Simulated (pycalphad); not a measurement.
Computed with pycalphad from the COST 507 light-alloy database (1999), at 1 atm. The database dates from 1999; later assessments differ in places, in temperatures and in the compounds included. Kinetics are ignored, which matters at the lower temperatures.

**Question.** How does the equilibrium phase assembly of Al-1.499Fe-0.2788Si (wt.%) change on cooling from 1850 K to 500 K?

**Answer.** 
| T (K) | phases above | phases below |
|---|---|---|
| 926.7 | liquid | fcc + liquid |
| 925.2 | fcc + liquid | AL13FE4 + fcc + liquid |
| 910.7 | AL13FE4 + fcc + liquid | AL13FE4 + fcc |
| 868.2 | AL13FE4 + fcc | AL13FE4 + ALFESI_ALPHA + fcc |
Changes were sought between steps of 50 K, so a narrower field can be missed.

Database names, with the compositions (at.%) that they take in these runs: AL13FE4: Al 76 Fe 24; ALFESI_ALPHA: Al 74 Fe 19 Si 7.
